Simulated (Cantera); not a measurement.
Feed: 1 mol CH3SiCl3, 53 mol H2, at 1798 K and 1700 Pa.

Equilibrium computed with Cantera from the NASA thermochemical tables; the gas is ideal and each condensed phase is pure. Candidate condensed phases: C, C6H6, C7H8, C8H18, Si, SiC; 109 gas species. The feed counts by its element totals alone. Kinetics and transport are ignored.

Base state: H2 0.944, HCl 0.0529, H 0.00262, SiCl2 0.000250, C2H2 (acetylene) 0.000125, Cl 0.000113, CH4 1.03e-5 (mole fractions); condensed: SiC(s).

Q: What changes in the equilibrium state with this change: pressure from 1700 Pa to 1000 Pa?

A: 
```
species        before     after
-----------  --------  --------
H2              0.944     0.943
HCl            0.0529    0.0528
H             0.00262   0.00342
SiCl2        0.000250  0.000247
CH4           1.03e-5   6.10e-6
Cl           0.000113  0.000147
SiC(s), mol     0.985     0.985
```
